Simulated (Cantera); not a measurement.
Input: 1 mol Al, 1.8 mol HCl, 2.6 mol H₂, held at 1048.15 K.

Method: chemical equilibrium by Gibbs-energy minimisation in Cantera with the NASA 1993 tables (ideal gas, pure condensed phases). Candidate condensed phases: Al, AlCl₃; 12 gas species. Rates play no part.

Which condensed phases are stable at each of these points (P (Pa)): 10, 28, 77, 220, 600, 1700, 4600, 13000, 36000, 100000?


```json
[
 {"P (Pa)": "10", "condensed phases": "gas only", "Al condensed (%)": "0.0"},
 {"P (Pa)": "28", "condensed phases": "gas only", "Al condensed (%)": "0.0"},
 {"P (Pa)": "77", "condensed phases": "gas only", "Al condensed (%)": "0.0"},
 {"P (Pa)": "220", "condensed phases": "gas only", "Al condensed (%)": "0.0"},
 {"P (Pa)": "600", "condensed phases": "gas only", "Al condensed (%)": "0.0"},
 {"P (Pa)": "1700", "condensed phases": "Al(l)", "Al condensed (%)": "15.8"},
 {"P (Pa)": "4600", "condensed phases": "Al(l)", "Al condensed (%)": "26.9"},
 {"P (Pa)": "13000", "condensed phases": "Al(l)", "Al condensed (%)": "33.1"},
 {"P (Pa)": "36000", "condensed phases": "Al(l)", "Al condensed (%)": "36.3"},
 {"P (Pa)": "100000", "condensed phases": "Al(l)", "Al condensed (%)": "38.0"}
]
```

From 10.0 Pa to 6.00 mbar nothing is condensed. From 17.0 mbar to 1.00 bar the condensed part is Al(l).
